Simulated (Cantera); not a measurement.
A perfectly stirred reactor is fed with CO : H₂ : O₂ : N₂ = 1 : 0.56 : 1.63 : 6.11 (molar parts), equivalence ratio 0.48, at 1.01 bar; it is adiabatic with a 750 K inlet, and is followed from long to short residence time, starting on the burning branch (τ in s: 0.36, 0.12, 0.041, 0.014, 0.0045, 0.0015, 0.00051, 0.00017, 5.7e-05, 1.9e-05, 6.4e-06).

Model: GRI-Mech 3.0 (53 species, 325 reactions), integrated in Cantera.

One state of this run: T (K) = 1579; x CO = 0.0380; x H₂ = 0.00382; x O₂ = 0.112; x H = 0.00770; x OH = 0.00538; x HO₂ = 2.90e-5. x: mole fraction; the columns are a selection and need not sum to one.

**Question.** Which value of τ (s) does it belong to?
(A) 0.00051
(B) 5.7e-5
(C) 0.00017
(D) 0.0045

**Answer.** C, 0.00017
